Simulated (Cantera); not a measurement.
Cantera run, input and output.

```python
import numpy as np
import cantera as ct

gas = ct.Solution("gri30.yaml")


def delay(T, t_max=10):
    gas.TPX = T, 900000, {'CH4': 1, 'CO': 0.08, 'O2': 2.04, 'N2': 6.73, 'CO2': 0.24, 'H2': 0.2}
    reactor = ct.IdealGasConstPressureReactor(gas, clone=False)
    net = ct.ReactorNet([reactor])
    net.rtol, net.atol = 1e-8, 1e-16
    while net.time < t_max:
        t_old, T_old = net.time, reactor.T
        net.step()
        if reactor.T > T + 400:  # ignition: a rise of 400 K
            return t_old + (T + 400 - T_old) / (reactor.T - T_old) * (net.time - t_old)
    return np.nan


taus = []
for T in [1123, 1223, 1323, 1423, 1523, 1623, 1723]:
    taus.append(delay(T))
    print(f"T0 = {T:6g} K   tau = {taus[-1]:.4e} s")
```

Result:

```
T0 =   1123 K   tau = 1.9658e-03 s
T0 =   1223 K   tau = 7.5452e-04 s
T0 =   1323 K   tau = 3.3774e-04 s
T0 =   1423 K   tau = 1.5505e-04 s
T0 =   1523 K   tau = 7.2709e-05 s
T0 =   1623 K   tau = 3.5481e-05 s
T0 =   1723 K   tau = 1.8294e-05 s
```

Computed with Cantera and GRI-Mech 3.0 (53 species, 325 reactions).
